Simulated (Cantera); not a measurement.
An isothermal plug-flow reactor at 1175 K and 100000 Pa (inlet), inlet velocity 0.51 m/s, active area per volume 4900 1/m; feed CH4 : O2 : N2 = 0.0049 : 0.12 : 0.79 (molar parts), equivalence ratio 0.082.

Cantera simulation using Deutschmann's 1995 Pt surface mechanism with GRI-Mech 3.0 gas chemistry; the numbers are that mechanism's predictions, not measurements. Catalytic surfaces can have several steady states; this one follows from the mechanism file's or the stated starting coverage. Mass transfer to the wall is taken as infinitely fast.

Question: What does this change do: temperature 1175 to 925 K?

Answer: 
```
quantity                  before    after
----------------------  --------  -------
x(CH4) at z = 0.0049 m  8.87e-10  0.00217
x(O2) at z = 0.0049 m      0.120    0.125
x(H2O) at z = 0.0049 m    0.0107  0.00636
x(CO2) at z = 0.0049 m   0.00533  0.00318
x(CO) at z = 0.0049 m    3.31e-9  6.92e-7
θ(free Pt) at the exit     0.378    0.115
θ(O*) at the exit          0.621    0.883
θ(OH*) at the exit       0.00133  0.00152
```
